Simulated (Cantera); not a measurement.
Input (Python, Cantera) and output of one run.

```python
import numpy as np
import cantera as ct

gas_names = """
    C CN CO CO2 C2 CCN CNC C2N2 C2O C3 C3O2 C4 C4N2 C5 N NCO NO NO2 NO3 N2 N2O O O2 O3 Pb PbO Pb2
""".split()
cond_names = """
    C(gr) Pb(cr) Pb(L) PbO(rd) PbO(yw) PbO(L) PbO2(s) Pb3O4(s)
""".split()


def load(file, names, dense=False):
    # The tables refer to 1 bar. Condensed volumes are neglected.
    table = {s.name: s for s in ct.Species.list_from_file(file)}
    out = []
    for n in names:
        d = dict(table[n].input_data)
        d["thermo"] = dict(d["thermo"], **{"reference-pressure": 1e5})
        if dense:
            d["equation-of-state"] = {"model": "constant-volume", "density": "1e6 g/cm^3"}
        out.append(ct.Species.from_dict(d))
    return out


gas = ct.Solution(thermo="ideal-gas", species=load("nasa_gas.yaml", gas_names))
cond = {s.name: ct.Solution(thermo="fixed-stoichiometry", species=[s], name=s.name)
        for s in load("nasa_condensed.yaml", cond_names, dense=True)}
atoms = {
    'PbO': {'Pb': 1, 'O': 1},
    'CO': {'C': 1, 'O': 1},
    'N2': {'N': 2},
}
top_T = {'C(gr)': 4500, 'Pb3O4(s)': 820}  # K; cautious upper limits of use, not melting points


def equilibrate(T, P, feed):
    n = {}
    for name, mol in feed.items():
        for a, k in atoms[name].items():
            n[a] = n.get(a, 0.0) + k * mol
    gas.TPX = T, P, n
    mass = sum(n.values()) * gas.mean_molecular_weight
    gas.equilibrate("TP")
    valid = [c for c in cond.values() if c.min_temp <= T <= top_T.get(c.name, c.max_temp)]
    mix = ct.Mixture([(gas, mass / gas.mean_molecular_weight)] + [(c, 0.0) for c in valid])
    mix.T, mix.P = T, P
    mix.equilibrate("TP", solver="vcs", rtol=1e-11, max_steps=5000)
    return mix


results = []
feed = {'PbO': 1, 'CO': 0.079, 'N2': 12}  # mol
T = 1073.15  # K
for P in [10, 36, 130, 460, 1700, 6000, 22000, 77000, 280000, 1000000]:
    mix = equilibrate(T, P, feed)
    results.append((T, P, feed, dict(zip(mix.species_names, mix.species_moles))))
    x = sorted(zip(gas.X, gas.species_names), reverse=True)
    print(f"T = {T:g} K  P = {P:g} Pa  gas = {mix.phase_moles(0):.4g} mol")
    print("   x: " + "  ".join(f"{s} {v:.3e}" for v, s in x if v > 0.0001))
    print("   condensed (mol): " + ("  ".join(f"{mix.phase(i).name} {mix.phase_moles(i):.4g}"
          for i in range(1, mix.n_phases) if mix.phase_moles(i) > 1e-12) or "none"))
```

Result:

```
T = 1073.15 K  P = 10 Pa  gas = 12.56 mol
   x: N2 9.553e-01  PbO 2.922e-02  Pb 8.256e-03  CO2 6.289e-03  O2 9.813e-04
   condensed (mol): PbO(yw) 0.5292
T = 1073.15 K  P = 36 Pa  gas = 12.26 mol
   x: N2 9.789e-01  PbO 8.116e-03  Pb 6.513e-03  CO2 6.444e-03
   condensed (mol): PbO(yw) 0.8207
T = 1073.15 K  P = 130 Pa  gas = 12.19 mol
   x: N2 9.848e-01  Pb 6.485e-03  CO2 6.483e-03  PbO 2.248e-03
   condensed (mol): PbO(yw) 0.8936
T = 1073.15 K  P = 460 Pa  gas = 12.17 mol
   x: N2 9.864e-01  Pb 6.493e-03  CO2 6.493e-03  PbO 6.352e-04
   condensed (mol): PbO(yw) 0.9133
T = 1073.15 K  P = 1700 Pa  gas = 12.13 mol
   x: N2 9.890e-01  CO2 6.510e-03  Pb 4.311e-03  PbO 1.719e-04
   condensed (mol): Pb(L) 0.02667  PbO(yw) 0.9189
T = 1073.15 K  P = 6000 Pa  gas = 12.09 mol
   x: N2 9.922e-01  CO2 6.531e-03  Pb 1.222e-03
   condensed (mol): Pb(L) 0.06421  PbO(yw) 0.9204
T = 1073.15 K  P = 22000 Pa  gas = 12.08 mol
   x: N2 9.931e-01  CO2 6.537e-03  Pb 3.332e-04
   condensed (mol): Pb(L) 0.07496  PbO(yw) 0.9209
T = 1073.15 K  P = 77000 Pa  gas = 12.08 mol
   x: N2 9.934e-01  CO2 6.538e-03
   condensed (mol): Pb(L) 0.07784  PbO(yw) 0.921
T = 1073.15 K  P = 280000 Pa  gas = 12.08 mol
   x: N2 9.934e-01  CO2 6.539e-03
   condensed (mol): Pb(L) 0.07867  PbO(yw) 0.921
T = 1073.15 K  P = 1e+06 Pa  gas = 12.08 mol
   x: N2 9.935e-01  CO2 6.539e-03
   condensed (mol): Pb(L) 0.0789  PbO(yw) 0.921
```

Equilibrium computed with Cantera from the NASA thermochemical tables; the gas is ideal and each condensed phase is pure. Mutual solubility and eutectic melting of coexisting phases are not modelled.
